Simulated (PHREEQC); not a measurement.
A column of 1 m (30 cells, dispersivity 0.05 m, 300 s a shift, diffusion coefficient 3e-10 m²/s) holds 0.0058 eq of the database's cation exchanger X per kg of pore water, first in equilibrium with 0.0022 mol ZnSO4, 0.00091 mol MnCl2 and 1e-05 mol HCl per kg of water. It is flushed with 5 mmol/kgw CdCl2, 3.7 mmol/kgw KCl and 0.01 mmol/kgw HCl, at 40 °C. Values are for the last cell. CO2 from the air is kept out. Nothing may precipitate in this run.

All values are PHREEQC results (ion-association model, phreeqc.dat), not measurements.

| pore volumes | Cd in solution (mol/kgw) | K in solution (mol/kgw) | S in solution (mol/kgw) |
|---|---|---|---|
| 0 | 0 | 0 | 0.00220 |
| 0.2167 | 0 | 1.72e-13 | 0.00220 |
| 0.4167 | ? | ? | 0.00219 |
| 0.6167 | ? | 9.22e-5 | 0.00203 |
| 0.8167 | 0.000166 | 0.000585 | 0.00152 |
| 0.9167 | 0.000428 | 0.000988 | 0.00121 |
| 1.117 | 0.00129 | ? | ? |
| 1.317 | 0.00224 | 0.00258 | 0.000329 |
| 1.517 | ? | 0.00306 | 0.000148 |
| 1.717 | ? | 0.00334 | 6.29e-5 |
| 1.917 | 0.00403 | 0.00350 | 2.56e-5 |
| 2.117 | 0.00433 | 0.00359 | 1.02e-5 |
| 2.217 | 0.00445 | 0.00362 | 6.34e-6 |
| 2.417 | 0.00462 | ? | 2.44e-6 |
| 2.617 | 0.00475 | 0.00367 | 9.25e-7 |
| 2.817 | 0.00483 | 0.00368 | 3.47e-7 |
| 3.017 | 0.00489 | 0.00369 | 1.29e-7 |

Q: Fill in the missing entries.

A: 
- 0.4167, Cd in solution (mol/kgw): 4.83e-9
- 0.4167, K in solution (mol/kgw): 1.32e-6
- 0.6167, Cd in solution (mol/kgw): 5.64e-6
- 1.117, K in solution (mol/kgw): 0.00186
- 1.117, S in solution (mol/kgw): 0.000672
- 1.517, Cd in solution (mol/kgw): 0.00302
- 1.717, Cd in solution (mol/kgw): 0.00361
- 2.417, K in solution (mol/kgw): 0.00365

Complexes and solids missing from the database can't appear. Constants without temperature data keep their 25 °C values here.
